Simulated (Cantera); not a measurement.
Hydrocarbon pyrolysis for carbon deposition

An isothermal, constant-pressure homogeneous reactor starts with 1.85 % CH₄, 98.1 % H₂, at 1673 K and 0.340 bar.

Model: GRI-Mech 3.0 (53 species, 325 reactions), integrated in Cantera. GRI-Mech 3.0 stops at C3 and has no aromatics, soot or wall deposition, so with more carbon than oxygen in the feed, carbon stays in small species such as C2H2 where larger ones or solid carbon would form.

```json
[
 {"t (s)": "2.00e-6", "x CH₄": "0.0185", "x H₂": "0.981", "x C₂H₂": "<1e-12", "x H": "1.84e-7", "x C₂H": "<1e-12"},
 {"t (s)": "8.76e-6", "x CH₄": "0.0185", "x H₂": "0.981", "x C₂H₂": "<1e-12", "x H": "9.18e-7", "x C₂H": "<1e-12"},
 {"t (s)": "3.84e-5", "x CH₄": "0.0185", "x H₂": "0.981", "x C₂H₂": "<1e-12", "x H": "4.19e-6", "x C₂H": "<1e-12"},
 {"t (s)": "0.000168", "x CH₄": "0.0185", "x H₂": "0.981", "x C₂H₂": "2.19e-11", "x H": "1.84e-5", "x C₂H": "<1e-12"},
 {"t (s)": "0.000737", "x CH₄": "0.0185", "x H₂": "0.981", "x C₂H₂": "1.83e-8", "x H": "7.65e-5", "x C₂H": "<1e-12"},
 {"t (s)": "0.00323", "x CH₄": "0.0184", "x H₂": "0.981", "x C₂H₂": "7.54e-6", "x H": "0.000180", "x C₂H": "6.76e-12"},
 {"t (s)": "0.0141", "x CH₄": "0.0182", "x H₂": "0.981", "x C₂H₂": "0.000121", "x H": "0.000188", "x C₂H": "1.13e-10"},
 {"t (s)": "0.0620", "x CH₄": "0.0172", "x H₂": "0.982", "x C₂H₂": "0.000606", "x H": "0.000188", "x C₂H": "5.69e-10"},
 {"t (s)": "0.271", "x CH₄": "0.0138", "x H₂": "0.984", "x C₂H₂": "0.00221", "x H": "0.000190", "x C₂H": "2.09e-9"},
 {"t (s)": "1.19", "x CH₄": "0.00784", "x H₂": "0.987", "x C₂H₂": "0.00512", "x H": "0.000193", "x C₂H": "4.91e-9"},
 {"t (s)": "5.21", "x CH₄": "0.00454", "x H₂": "0.988", "x C₂H₂": "0.00672", "x H": "0.000195", "x C₂H": "6.50e-9"},
 {"t (s)": "22.8", "x CH₄": "0.00439", "x H₂": "0.988", "x C₂H₂": "0.00679", "x H": "0.000196", "x C₂H": "6.57e-9"},
 {"t (s)": "100", "x CH₄": "0.00439", "x H₂": "0.988", "x C₂H₂": "0.00679", "x H": "0.000196", "x C₂H": "6.57e-9"}
]
```
x: mole fraction; the columns are a selection and need not sum to one.

Equilibrium at this temperature and pressure: CH₄ 0.00439, H₂ 0.988, C₂H₂ 0.00679, H 0.000196, C₂H 6.57e-9 (gas phase only).
